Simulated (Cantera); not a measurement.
# Equilibrium for silicon nitride deposition: trisilylamine + NH₃ + H₂ + Cl₂

Charge: 1 mol trisilylamine, 0.38 mol NH₃, 1.7 mol H₂, 0.067 mol Cl₂, held at 93.0 mbar.

Equilibrium computed with Cantera from the NASA thermochemical tables; the gas is ideal and each condensed phase is pure. Candidate condensed phases: NH₄Cl, Si, Si₃N₄; 28 gas species. The feed counts by its element totals alone. Mutual solubility and eutectic melting of coexisting phases are not modelled. The tables' values for SiCl₃ are old estimates; treat these amounts as uncertain. Rates play no part.

From 773 K to 1323 K the condensed part is Si(s) + Si₃N₄(s). The main Si-bearing gas is SiCl₄ at 773 K and SiCl₂ at 1323 K.

```
T (K)  log p H₂  log p HCl  log p SiCl₄  log p SiHCl₃  n Si(s)  n Si₃N₄(s)
-----  --------  ---------  -----------  ------------  -------  ----------
773       -1.03      -4.17        -3.58         -3.65     1.93       0.345
823       -1.03      -3.88        -3.59         -3.67     1.93       0.345
873       -1.03      -3.63        -3.62         -3.70     1.93       0.345
923       -1.04      -3.41        -3.67         -3.74     1.93       0.345
973       -1.04      -3.23        -3.75         -3.81     1.94       0.345
1023      -1.04      -3.07        -3.88         -3.91     1.94       0.345
1073      -1.04      -2.95        -4.07         -4.06     1.95       0.345
1123      -1.04      -2.87        -4.34         -4.28     1.95       0.345
1173      -1.04      -2.82        -4.71         -4.56     1.96       0.345
1223      -1.04      -2.80        -5.12         -4.87     1.96       0.345
1273      -1.04      -2.79        -5.55         -5.20     1.96       0.345
1323      -1.04      -2.79        -5.97         -5.52     1.96       0.345
```
log p: log10 of the partial pressure in bar; n: condensed amount in mol.
